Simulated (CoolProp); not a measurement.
Values from CoolProp's reference Helmholtz-energy equation of state, Thol 2019.

Q: For tetradecamethylhexasiloxane (MD4M), give the phase and the cp (kJ/(kg K)), cv (kJ/(kg K)), fugacity coefficient at 69.25 °C and 1040 kPa; 69.25 °C and 1140 kPa.

A: 
- 69.25 °C and 1040 kPa: liquid; cp 1.81, cv 1.55, fugacity coefficient 4.61e-5
- 69.25 °C and 1140 kPa: liquid; cp 1.81, cv 1.55, fugacity coefficient 4.29e-5
